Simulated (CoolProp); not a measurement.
Vapour pressure (bar) of n-heptane: the reference equation beside estimates from Tc = 541.2 K, pc = 27.74 bar, ω = 0.349. Clausius-Clapeyron is anchored at 264.8 K with a constant enthalpy of vaporisation of 38.66 kJ/mol.

Values from CoolProp's reference Helmholtz-energy equation of state, Span 2003. It is a short technical equation, of lower accuracy than the large ones.

```json
[
 {"T (K)": "247.5", "reference": "0.002566", "Lee-Kesler": "?", "Clausius-Clapeyron": "0.002615"},
 {"T (K)": "264.8", "reference": "0.008922", "Lee-Kesler": "0.008301", "Clausius-Clapeyron": "0.008922"},
 {"T (K)": "282.1", "reference": "0.02588", "Lee-Kesler": "?", "Clausius-Clapeyron": "?"},
 {"T (K)": "299.3", "reference": "0.06449", "Lee-Kesler": "0.06118", "Clausius-Clapeyron": "0.06752"},
 {"T (K)": "316.6", "reference": "0.1433", "Lee-Kesler": "0.1376", "Clausius-Clapeyron": "0.1578"},
 {"T (K)": "333.9", "reference": "0.2885", "Lee-Kesler": "?", "Clausius-Clapeyron": "0.3377"},
 {"T (K)": "351.2", "reference": "?", "Lee-Kesler": "0.5247", "Clausius-Clapeyron": "?"},
 {"T (K)": "368.4", "reference": "0.9233", "Lee-Kesler": "0.9132", "Clausius-Clapeyron": "1.244"},
 {"T (K)": "385.7", "reference": "?", "Lee-Kesler": "1.502", "Clausius-Clapeyron": "2.191"},
 {"T (K)": "403", "reference": "2.349", "Lee-Kesler": "2.349", "Clausius-Clapeyron": "3.676"},
 {"T (K)": "420.2", "reference": "3.500", "Lee-Kesler": "3.509", "Clausius-Clapeyron": "5.895"}
]
```

**Question.** Complete the blanks.

**Answer.** 
- 247.5, Lee-Kesler: 0.002379
- 282.1, Lee-Kesler: 0.02428
- 282.1, Clausius-Clapeyron: 0.02619
- 333.9, Lee-Kesler: 0.2801
- 351.2, reference: 0.5349
- 351.2, Clausius-Clapeyron: 0.6705
- 385.7, reference: 1.509

Absolute difference from the reference over all 11 rows, mean and median: Lee-Kesler 3.3 and 2.9 %, Clausius-Clapeyron 24.1 and 17.1 %.
